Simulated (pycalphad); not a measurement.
CALPHAD calculation (pycalphad, COST 507 light-alloy database (1999)), 1 atm. The database dates from 1999; later assessments differ in places, in temperatures and in the compounds included.

### Question
How does the equilibrium phase assembly of Si-1.3Sn (at.%) change on cooling from 1850 K to 500 K?

### Answer
```csv
T (K),phases above,phases below
1681.1,liquid,diamond (Si) + liquid
505.1,diamond (Si) + liquid,bct (Sn) + diamond (Si)
```
Changes were sought between steps of 75 K, so a narrower field can be missed.
